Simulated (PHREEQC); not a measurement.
Dissolve 0.00091 mol NiCl2, 0.11 mol NaH2PO4 and 0.23 mol Na2SO4 per kg of water at 20 °C. Closed to the air; pH follows from the charge balance.

All values are PHREEQC results (ion-association model, wateq4f.dat), not measurements.

### Question
The ionic strength comes out as 0.654 mol/kgw. What activity coefficients do H2PO4-, SO4-2, H+, HPO4-2, HSO4- get?

### Answer
H2PO4- 0.68, SO4-2 0.19, H+ 0.76, HPO4-2 0.20, HSO4- 0.65.

No solid was allowed to form. H3PO4, which wateq4f.dat lacks, is added to it with the constant of phreeqc.dat. The database has no phosphate complexes of Ni.
